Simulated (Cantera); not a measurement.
Charge: 1 mol SiH₂Cl₂, 0.96 mol N₂, held at 0.0638 Torr.

These are equilibrium values from Cantera (NASA tables, ideal gas, pure condensed phases), not measurements of a reactor. Candidate condensed phases: NH₄Cl, Si, Si₃N₄; 28 gas species. The tables' values for SiCl, SiCl₃, SiN are old estimates; treat these amounts as uncertain. The numbers say what is thermodynamically allowed, not how fast it happens. All values below are at 1400 °C.

Base state: N₂ 0.321, H₂ 0.262, SiCl₂ 0.262, HCl 0.138, H 0.00632, Si 0.00491, Cl 0.00260, SiCl 0.00238 (mole fractions); condensed: Si(s).

What changes in the equilibrium state with this change: SiH₂Cl₂ replaced by SiH₄?


```tsv
species	before	after
H₂	0.262	0.664
N₂	0.321	0.321
H	0.00632	0.0101
SiCl₂	0.262	0
HCl	0.138	0
Si	0.00491	0.00491
Cl	0.00260	0
SiCl	0.00238	0
Si(s), mol	0.192	0.985
```
The tables' values for SiN are old estimates; treat these amounts as uncertain.
